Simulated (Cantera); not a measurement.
Charge: 1 mol CO2, 0.074 mol H2, held at 3523 K and 0.100 bar.

Method: chemical equilibrium by Gibbs-energy minimisation in Cantera with the NASA 1993 tables (ideal gas, pure condensed phases). Candidate condensed phases: C, C6H6, C7H8, C8H18, H2O; 110 gas species. Equilibrium is a limit: real reactors are often held back by kinetics, nucleation or transport.

Base state: CO 0.484, O 0.372, H 0.0618, O2 0.0507, CO2 0.0206, OH 0.0102, H2 0.000986, H2O 0.000349 (mole fractions); condensed: gas only.

Task: What changes in the equilibrium state with this change: pressure from 0.100 bar to 140 bar?

Result: 
```json
[
 {"species": "CO2", "before": "0.0206", "after": "0.560"},
 {"species": "CO", "before": "0.484", "after": "0.263"},
 {"species": "O2", "before": "0.0507", "after": "0.0906"},
 {"species": "O", "before": "0.372", "after": "0.0133"},
 {"species": "H2O", "before": "0.000349", "after": "0.0458"},
 {"species": "H", "before": "0.0618", "after": "0.00267"},
 {"species": "OH", "before": "0.0102", "after": "0.0221"},
 {"species": "COOH", "before": "9.26e-9", "after": "1.52e-5"},
 {"species": "HO2", "before": "1.09e-6", "after": "0.000119"},
 {"species": "H2", "before": "0.000986", "after": "0.00258"}
]
```
The ideal-gas law is rough above about 30 bar. The tables' values for COOH are old estimates; treat these amounts as uncertain.
